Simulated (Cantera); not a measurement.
Cantera run, input and output.

```python
import numpy as np
import cantera as ct

gas = ct.Solution("gri30.yaml")
gas.TPX = 450, 990000, {'CH4': 1, 'O2': 2.86, 'N2': 10.7}
inlet = ct.Reservoir(gas, clone=True)
gas.equilibrate("HP")  # start burning
reactor = ct.IdealGasConstPressureReactor(gas, energy="on", clone=False)
exhaust = ct.Reservoir(gas, clone=True)
tau = [0.1, 0.05, 0.024, 0.012, 0.0058, 0.0028, 0.0014, 0.00067, 0.00033, 0.00016, 7.8e-05, 3.8e-05][0]
for a, b in ((inlet, reactor), (reactor, exhaust)):
    ct.MassFlowController(a, b, mdot=lambda t: reactor.mass / tau)
net = ct.ReactorNet([reactor])
show = ['CH4', 'O2', 'H', 'CH3', 'H2O2', 'NO2']

rows = []
print(f"{'tau/s':>10s}{'T/K':>9s}" + "".join(f"{s:>11s}" for s in show))
for tau in [0.1, 0.05, 0.024, 0.012, 0.0058, 0.0028, 0.0014, 0.00067, 0.00033, 0.00016, 7.8e-05, 3.8e-05]:
    net.initial_time = 0.0
    net.advance(30 * tau)
    before = gas.X
    net.advance(40 * tau)
    drift = np.max(np.abs(gas.X - before) / (gas.X + 1e-9))
    rows.append([gas.T, *gas[show].X, drift])
    print(f"{tau:10.3e}{gas.T:9.1f}" + "".join(f"{x:11.3e}" for x in gas[show].X))
```

Output:

```
     tau/s      T/K        CH4         O2          H        CH3       H2O2        NO2
 1.000e-01   1960.3  1.930e-06  5.881e-02  2.883e-06  5.319e-07  1.777e-07  5.881e-07
 5.000e-02   1960.0  3.713e-06  5.887e-02  3.309e-06  1.028e-06  1.854e-07  3.476e-07
 2.400e-02   1959.3  7.215e-06  5.892e-02  4.215e-06  2.011e-06  2.005e-07  2.165e-07
 1.200e-02   1957.9  1.302e-05  5.898e-02  5.918e-06  3.655e-06  2.261e-07  1.567e-07
 5.800e-03   1955.3  2.318e-05  5.908e-02  9.438e-06  6.547e-06  2.711e-07  1.292e-07
 2.800e-03   1951.1  3.996e-05  5.926e-02  1.639e-05  1.126e-05  3.423e-07  1.201e-07
 1.400e-03   1944.6  6.600e-05  5.956e-02  2.898e-05  1.835e-05  4.417e-07  1.179e-07
 6.700e-04   1933.8  1.126e-04  6.011e-02  5.404e-05  3.030e-05  5.913e-07  1.133e-07
 3.300e-04   1917.0  1.921e-04  6.105e-02  9.752e-05  4.901e-05  7.920e-07  1.012e-07
 1.600e-04   1888.2  3.524e-04  6.287e-02  1.712e-04  8.243e-05  1.086e-06  8.078e-08
 7.800e-05   1829.4  8.030e-04  6.711e-02  2.632e-04  1.592e-04  1.618e-06  5.217e-08
 3.800e-05    450.0  6.868e-02  1.964e-01 -1.544e-33  5.384e-20  6.546e-19  4.376e-20
```

Computed with Cantera and GRI-Mech 3.0 (53 species, 325 reactions).
